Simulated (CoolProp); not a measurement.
Vapour-liquid equilibrium of ethanol (1) + cyclohexane (2) at 95.25 °C; x and y are mole fractions of (1).

Computed with CoolProp (multi-fluid Helmholtz-energy mixture model, Schroeder 2014 and Zhou 2014; pair parameters Bell 2016).

Q: Give the bubble pressure and the first vapour's composition at x = 0.15, 0.55, 0.75. Is there an azeotrope?

A: x = 0.15: 2.317 bar, y = 0.398; x = 0.55: 2.612 bar, y = 0.545; x = 0.75: 2.541 bar, y = 0.616. y crosses x between x = 0.45 and 0.55: the model has an azeotrope there.

Pair parameters are fitted to limited data, so mixtures are less certain than the pure fluids. With so large a gap from Raoult's law the liquid may split in two, which this calculation doesn't test in full.
